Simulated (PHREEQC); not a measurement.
H3PO4 is added in steps, without added water, to 1 kg of water holding 0.011 mol/kgw NiSO4 and 0.015 mol/kgw Na2SO4, at 20 °C. Oxygen is held at 0.21 atm. The system is closed to CO2. Only these solids could form: Ni(OH)2, Ni3(PO4)2, Ni4(OH)6SO4, Mirabilite, Morenosite.

Base run: PHREEQC, ion-association model, wateq4f.dat. Each further column changes one thing. The table gives H3PO4 (mol/kgw).

| H3PO4 added (mol) | base | Davies equation for every ion | all activity coefficients set to 1 | metal-ligand complexes left out | Debye-Hückel limiting law |
|---|---|---|---|---|---|
| 0 | 0 | 0 | 0 | 0 | 0 |
| 0.00024 | 2.93e-6 | 2.84e-6 | 3.25e-6 | 2.62e-6 | 2.62e-6 |
| 0.00048 | 1.15e-5 | 1.11e-5 | 1.27e-5 | 1.03e-5 | 1.03e-5 |
| 0.0006 | 1.77e-5 | 1.72e-5 | 1.97e-5 | 1.59e-5 | 1.59e-5 |
| 0.00084 | 3.40e-5 | 3.31e-5 | 3.77e-5 | 3.06e-5 | 3.05e-5 |
| 0.00108 | 5.51e-5 | 5.36e-5 | 6.10e-5 | 4.97e-5 | 4.94e-5 |
| 0.00132 | 8.07e-5 | 7.85e-5 | 8.93e-5 | 7.30e-5 | 7.25e-5 |
| 0.00156 | 0.000111 | 0.000108 | 0.000122 | 0.000100 | 9.95e-5 |
| 0.0018 | 0.000144 | 0.000141 | 0.000160 | 0.000131 | 0.000130 |
| 0.00192 | 0.000163 | 0.000159 | 0.000180 | 0.000148 | 0.000147 |
| 0.00216 | 0.000202 | 0.000197 | 0.000224 | 0.000184 | 0.000183 |
| 0.0024 | 0.000245 | 0.000239 | 0.000271 | 0.000224 | 0.000222 |

H3PO4, which wateq4f.dat lacks, is added to it with the constant of phreeqc.dat. The database has no phosphate complexes of Ni.
